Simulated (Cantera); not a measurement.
## Ignition delay

Mixture: 11.2 % CH4, 18.7 % O2, 70.1 % N2, equivalence ratio 1.2, at 1000000 Pa, adiabatic and at constant pressure. Ignition delay is the time to a rise of 400 K.

Detailed kinetics in Cantera: GRI-Mech 3.0 (53 species, 325 reactions).

| T0 (K) | delay (ms) |
|---|---|
| 1075 | 27.3 |
| 1175 | 7.07 |
| 1275 | 2.13 |
| 1375 | 0.709 |
| 1475 | 0.257 |
| 1575 | 0.101 |

```yaml
apparent activation energy between 1375 and 1575 K: 180 kJ/mol
```
